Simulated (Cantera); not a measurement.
Mixture: 11.6 % CH3OH, 18.6 % O2, 69.8 % N2, at 4.05 atm, adiabatic and at constant pressure. Ignition delay is the time to a rise of 400 K.

Detailed kinetics in Cantera: GRI-Mech 3.0 (53 species, 325 reactions). GRI-Mech 3.0 was tuned for natural gas; its chemistry of methanol as a main component is partial and can be far from experiment.

Question: Predict: delay at 1075 K; delay at 1225 K; delay at 1375 K; delay at 1525 K; delay at 1675 K; apparent activation energy between 1600 and 1750 K.

Answer: delay at 1075 K: 30.6 ms
delay at 1225 K: 1.96 ms
delay at 1375 K: 0.246 ms
delay at 1525 K: 51.8 µs
delay at 1675 K: 15.9 µs
apparent activation energy between 1600 and 1750 K: 160 kJ/mol
